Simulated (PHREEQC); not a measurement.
# City or well water (model solution)

Synthetic water in mg/L, 25 °C, pH 5.84, pe 8.2:

```json
[
 {"constituent": "Na", "mg/L": "17.3"},
 {"constituent": "K", "mg/L": "0.000354"},
 {"constituent": "Ca", "mg/L": "7.55"},
 {"constituent": "Mg", "mg/L": "1.7"},
 {"constituent": "Cl", "mg/L": "21"},
 {"constituent": "S(6) as SO4", "mg/L": "17.2"},
 {"constituent": "Alkalinity as HCO3", "mg/L": "20.3"},
 {"constituent": "Sr", "mg/L": "0.0912"},
 {"constituent": "B", "mg/L": "0.0782"}
]
```

Cl is adjusted to close the charge balance.
Valence states are taken as typed.

The numbers come from PHREEQC with the ion-association model, phreeqc.dat.

This is a speciation only: nothing precipitates in the calculation.

Estimate the specific conductance.

specific conductance 147 µS/cm.

In which forms is Ca present?

Ca+2 98 %, CaSO4 2.1 % of the Ca.
